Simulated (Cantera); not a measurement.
## Fluorocarbon and chlorocarbon gases: c-C4F8 + F2 + H2

A closed system holds: 1 mol c-C4F8, 0.62 mol F2, 0.45 mol H2, equilibrated at 2300 K.

Cantera equilibrium calculation (NASA polynomials, part measured and part estimated; ideal gas, pure solids and liquids). Candidate condensed phases: C, C6H6, C7H8, C8H18; 95 gas species. The feed counts by its element totals alone. The tables' values for C2F4 are old estimates; treat these amounts as uncertain. Gases not in the tables: C2F6 and larger saturated fluorocarbons. Equilibrium is a limit: real reactors are often held back by kinetics, nucleation or transport.

| P (Pa) | x F | x CF4 | x CF2 | x HF | x CF3 | x CF | n C(graphite) |
|---|---|---|---|---|---|---|---|
| 1 | 0.881 | 1.77e-8 | 0.00403 | 0.0962 | 4.59e-7 | 0.0147 | 3.77 |
| 5.20 | 0.866 | 2.31e-6 | 0.0202 | 0.0991 | 1.18e-5 | 0.0144 | 3.68 |
| 27 | 0.792 | 0.000227 | 0.0879 | 0.106 | 0.000243 | 0.0132 | 3.14 |
| 140 | 0.595 | 0.0101 | 0.257 | 0.126 | 0.00277 | 0.00991 | 2.00 |
| 720 | 0.319 | 0.114 | 0.380 | 0.170 | 0.0113 | 0.00532 | 1.29 |
| 3700 | 0.123 | 0.340 | 0.290 | 0.228 | 0.0171 | 0.00205 | 1.44 |
| 19000 | 0.0401 | 0.518 | 0.158 | 0.267 | 0.0156 | 0.000668 | 1.67 |
| 100000 | 0.0120 | 0.614 | 0.0751 | 0.287 | 0.0117 | 0.000201 | 1.80 |
x: gas mole fraction; n: condensed amount in mol.

From 1.00 Pa to 100000 Pa the condensed part is C(graphite). The main C-bearing gas is CF at 1.00 Pa and CF4 at 100000 Pa. The share of C in condensed phases is highest at 1.00 Pa (94.3 %) and lowest at 720 Pa (32.3 %).
